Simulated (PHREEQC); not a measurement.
A solution holds 0.033 mol Al2(SO4)3, 0.00029 mol MgSO4, 0.2 mol NiSO4 and 0.037 mol NaCl per kg of water, at 48 °C. Closed to the air; pH follows from the charge balance.

All values are PHREEQC results (ion-association model, wateq4f.dat), not measurements.

```yaml
pH: 3.99
ionic_strength: 0.472 mol/kgw
activity_of_water: 0.993
```

```tsv
species	molality	activity	log γ
NiSO4	0.105	0.118	0.047
SO4-2	0.101	0.0200	-0.702
Ni+2	0.0921	0.0250	-0.566
AlSO4+	0.0365	0.0241	-0.180
Cl-	0.0349	0.0222	-0.196
Na+	0.0331	0.0231	-0.156
Al(SO4)2-	0.0255	0.0168	-0.180
NaSO4-	0.00388	0.00266	-0.164
Al+3	0.00344	0.000288	-1.078
NiCl+	0.00193	0.00139	-0.141
HSO4-	0.000526	0.000347	-0.180
AlOH+2	0.000517	0.000114	-0.655
Ni(SO4)2-2	0.000388	0.000105	-0.566
MgSO4	0.000195	0.000217	0.047
H+	0.000136	0.000103	-0.120
NiCl2	0.000101	0.000112	0.047
```

No solid was allowed to form. Examples of supersaturated solids here: Boehmite (slow to form), Gibbsite (slow to form). Others may be too. Constants without temperature data keep their 25 °C values here.
